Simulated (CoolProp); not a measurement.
Saturation properties of c-C4F8 (RC318) (Tc = 388.4 K, pc = 27.78 bar, ω = 0.355).

The numbers come from the reference Helmholtz-energy equation of state, Platzer 1990 in CoolProp. This equation is an older, rougher fit; its heat capacities, sound speeds and derivatives of the liquid may be far off and weren't checked against measurements.

| T (K) | p (bar) | vapour density (kg/m³) | enthalpy of vaporisation (kJ/kg) | liquid viscosity (µPa s) | vapour viscosity (µPa s) |
|---|---|---|---|---|---|
| 309.4 | 4.411 | 39.41 | 98.97 | 308 | 11.5 |
| 315.2 | 5.212 | 46.61 | 96.06 | 283 | 11.9 |
| 320.9 | 6.101 | 54.75 | 93.06 | 260 | 12.3 |
| 326.6 | 7.099 | 64.10 | 89.88 | 239 | 12.7 |
| 332.4 | 8.234 | 75.04 | 86.45 | 220 | 13.1 |
| 338.1 | 9.477 | 87.45 | 82.86 | 202 | 13.6 |
| 343.8 | 10.85 | 101.8 | 79.00 | 185 | 14.2 |
| 349.5 | 12.38 | 118.6 | 74.82 | 168 | 14.8 |
| 355.3 | 14.09 | 138.8 | 70.17 | 153 | 15.5 |
| 361 | 15.94 | 162.5 | 65.08 | 138 | 16.4 |
| 366.7 | 17.97 | 191.6 | 59.31 | 123 | 17.5 |
| 372.5 | 20.25 | 229.4 | 52.40 | 108 | 19.0 |

It boils at 267.2 K under 1 atm.

Viscosity comes from a separate model (Huber 2003), an estimate that may be off by 10 % or more.
